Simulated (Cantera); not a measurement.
A perfectly stirred reactor is fed with N₂O : N₂ = 1 : 7.2 (molar parts), at 0.00987 atm; it is held at 1173 K, and followed from long to short residence time.

Model: GRI-Mech 3.0 (53 species, 325 reactions), integrated in Cantera. GRI-Mech 3.0 was tuned for natural gas; its chemistry of N2O as a main component is partial and can be far from experiment. Radical loss at walls, strong at low pressure, is not modelled. The mechanism lacks the step 2 NO + O2 → 2 NO2, which can matter for NO2 below about 1400 K. The temperature is held fixed by assumption; the heat of reaction is taken as removed at once.

What does this change do: pressure from 0.00987 atm to 0.0809 atm?


```csv
quantity,before,after
x(N₂O) at τ = 6.30 s,0.119,0.102
x(O₂) at τ = 6.30 s,0.00124,0.00862
x(N₂) at τ = 6.30 s,0.879,0.888
x(NO) at τ = 6.30 s,0.000258,0.00178
x(NO₂) at τ = 6.30 s,2.35e-8,1.67e-6
x(N₂O) at τ = 0.120 s,0.122,0.121
x(O₂) at τ = 0.120 s,2.32e-5,0.000196
x(N₂) at τ = 0.120 s,0.878,0.878
x(NO) at τ = 0.120 s,4.82e-6,4.08e-5
x(NO₂) at τ = 0.120 s,3.26e-11,1.34e-8
```
